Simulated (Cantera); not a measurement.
Feed: 1 mol SiCl4, a varied amount of H2O, 44 mol N2, held at 1100 K and 35.0 Pa.

Equilibrium computed with Cantera from the NASA thermochemical tables; the gas is ideal and each condensed phase is pure. Candidate condensed phases: H2O, NH4Cl, Si, SiO2, Si2N2O, Si3N4; 47 gas species. The tables' values for SiCl3 are old estimates; treat these amounts as uncertain. Kinetics and transport are ignored.

x: gas mole fraction; n: condensed amount in mol.

```csv
n(H2O) (mol),x N2,x HCl,x H2O,x SiCl4,x Cl,x SiCl3,x H2,n SiO2(β-quartz)
0.94,0.948,0.0405,1.21e-9,0.0114,2.87e-5,2.17e-5,3.05e-6,0.470
1.1,0.943,(withheld),(withheld),(withheld),2.81e-5,1.87e-5,(withheld),(withheld)
1.4,0.934,(withheld),(withheld),(withheld),2.75e-5,1.26e-5,(withheld),(withheld)
1.6,0.928,0.0675,5.54e-9,0.00421,2.73e-5,8.40e-6,9.34e-6,0.800
2,0.917,0.0833,8.44e-7,4.21e-7,2.76e-5,8.32e-10,1.39e-5,1.000
2.4,0.909,0.0826,0.00826,<1e-12,2.75e-5,<1e-12,1.39e-5,1.00
2.8,0.902,0.0819,0.0164,<1e-12,2.73e-5,<1e-12,1.38e-5,1.00
3.4,0.891,0.0809,0.0283,<1e-12,2.70e-5,<1e-12,1.37e-5,1.00
4.1,0.878,0.0798,0.0419,<1e-12,2.67e-5,<1e-12,1.36e-5,1.00
4.9,0.864,0.0786,0.0570,<1e-12,2.64e-5,<1e-12,1.36e-5,1.00
```

Fill in the missing entries.


- 1.4, x HCl: 0.0594
- 1.4, x H2O: 3.50e-9
- 1.4, x SiCl4: 0.00636
- 1.4, x H2: 7.17e-6
- 1.4, n SiO2(β-quartz): 0.700
- 1.1, x HCl: 0.0471
- 1.1, x H2O: 1.79e-9
- 1.1, x SiCl4: 0.00963
- 1.1, x H2: 4.31e-6
- 1.1, n SiO2(β-quartz): 0.550
